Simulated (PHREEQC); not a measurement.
Polishing slurry liquid

Consider water at 25 °C with 70 mmol/kgw H2SO4, 0.05 mmol/kgw KNO3 and 0.11 mmol/kgw CuSO4. Closed to the air; pH follows from the charge balance.

All values are PHREEQC results (ion-association model, phreeqc.dat), not measurements.

Each row changes one thing in this solution. Precipitation was switched off in this run.

| case | pH | ionic strength (mol/kgw) | HSO4- (mol/kgw) | SO4-2 (mol/kgw) |
|---|---|---|---|---|
| as made | 1.15 | 0.103 | 0.0537 | 0.0164 |
| KNO3 replaced by Pb(NO3)2 at the same molality | 1.15 | 0.103 | 0.0537 | 0.0164 |
| CuSO4 left out | 1.15 | 0.103 | ? | 0.0164 |
| H2SO4 from 0.07 to 0.7 mol/kgw | 0.25 | 0.807 | 0.647 | ? |
| 0.1 mol/kgw Fe(NO3)3 added | 1.06 | 0.459 | 0.00752 | ? |

Problem. Fill in the missing entries.

Solution. 
- CuSO4 left out, HSO4- (mol/kgw): 0.0536
- H2SO4 from 0.07 to 0.7 mol/kgw, SO4-2 (mol/kgw): 0.0532
- 0.1 mol/kgw Fe(NO3)3 added, SO4-2 (mol/kgw): 0.00306

The ionic strength passes 0.7 mol/kgw, the rough limit of the ion-association models, in H2SO4 from 0.07 to 0.7 mol/kgw. Species that the database lacks are ignored. Some of these states are supersaturated (in Anglesite, Hematite (slow to form), Goethite (slow to form), for instance).
